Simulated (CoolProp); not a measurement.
n-heptane along the isotherm 393.8 K: Z from the reference equation and from simpler models built on Tc = 541.2 K, pc = 27.74 bar, ω = 0.349; each cubic takes its own stable root.

Computed with CoolProp (reference Helmholtz-energy equation of state, Span 2003). It is a short technical equation, of lower accuracy than the large ones.

```tsv
p (bar)	phase	reference
0.219	gas	0.9912
0.499	gas	0.9796
1.14	gas	0.9522
2.58	liquid	0.01333
5.88	liquid	0.03033
13.4	liquid	0.06893
30.5	liquid	0.1560
69.3	liquid	0.3501
```

How far does each simpler model (Redlich-Kwong, Peng-Robinson) lie from the reference over these 8 states: mean and median of the absolute difference, and the worst?


- Redlich-Kwong: mean 857.0 %, median 16.6 %, worst +6782.2 % at 393.8 K and 2.58 bar
- Peng-Robinson: mean 0.7 %, median 0.6 %, worst -1.5 % at 393.8 K and 69.3 bar

At some of these states Redlich-Kwong gives the other phase, because its saturation line lies elsewhere.
